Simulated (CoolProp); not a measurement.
Vapour-liquid equilibrium of benzene (1) + octamethylcyclotetrasiloxane (D4) (2) at 295.3 K; x and y are mole fractions of (1).

The numbers come from the multi-fluid Helmholtz-energy mixture model, Thol 2012 and Thol 2015; pair parameters Bell 2016 in CoolProp.

```csv
x,"bubble pressure, mixture model (MPa)","bubble pressure, Raoult's law (MPa)","y, mixture model","y, Raoult's law"
0.05,0.0006558,0.0006586,0.843,0.844
0.2,0.002604,0.002309,0.967,0.962
0.35,0.004519,0.003960,0.985,0.982
0.5,0.006130,0.005610,0.991,0.990
0.65,0.007531,0.007261,0.994,0.995
0.8,0.008951,0.008911,0.997,0.998
0.95,0.01055,0.01056,0.999,0.999
```

The largest gap from Raoult's law is +14.1 % in bubble pressure, at x = 0.35. No azeotrope shows between x = 0.05 and 0.95.

The pair parameters rest on a limited set of measurements; away from them the model extrapolates. The gap from Raoult's law changes sign with composition, which may be real or a fault of the pair parameters; it wasn't checked against measurements.
